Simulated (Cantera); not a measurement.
A closed system holds: 1 mol Si₃N₄, 0.67 mol N₂O, 16 mol N₂, held at 1473.15 K.

Equilibrium computed with Cantera from the NASA thermochemical tables; the gas is ideal and each condensed phase is pure. Candidate condensed phases: Si, SiO₂, Si₂N₂O, Si₃N₄; 16 gas species. Mutual solubility and eutectic melting of coexisting phases are not modelled. Rates play no part.

Question: Which condensed phases are stable at each of these points (P (Pa)): 0.100, 2.50, 63, 1600, 40000, 1000000?

Answer: 
| P (Pa) | condensed phases | Si condensed (%) |
|---|---|---|
| 0.100 | Si(s) | 74.1 |
| 2.50 | Si(s) + Si₂N₂O(s) | 87.3 |
| 63 | Si₂N₂O(s) + Si₃N₄(s) | 99.9 |
| 1600 | Si₂N₂O(s) + Si₃N₄(s) | 100.0 |
| 40000 | Si₂N₂O(s) + Si₃N₄(s) | 100.0 |
| 1000000 | Si₂N₂O(s) + Si₃N₄(s) | 100.0 |

At 0.100 Pa the condensed part is Si(s). At 2.50 Pa the condensed part is Si(s) + Si₂N₂O(s). From 63.0 Pa to 10.0 bar the condensed part is Si₂N₂O(s) + Si₃N₄(s).
